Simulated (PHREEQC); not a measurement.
Dissolve 0.001 mol K2SO4 per kg of water at 25 °C. Closed to the air; pH follows from the charge balance.

All values are PHREEQC results (ion-association model, phreeqc.dat), not measurements.

The ionic strength is 0.00298 mol/kgw and the specific conductance is 287 µS/cm.

```
species  molality  activity   log γ
-------  --------  --------  ------
K+        0.00199   0.00187  -0.026
SO4-2    0.000989  0.000781  -0.102
KSO4-     1.09e-5   1.03e-5  -0.025
OH-       1.11e-7   1.04e-7  -0.026
H+        1.03e-7   9.72e-8  -0.024
HSO4-     7.84e-9   7.39e-9  -0.026
```

This is a speciation only: nothing precipitates in the calculation. Species that the database lacks are ignored.
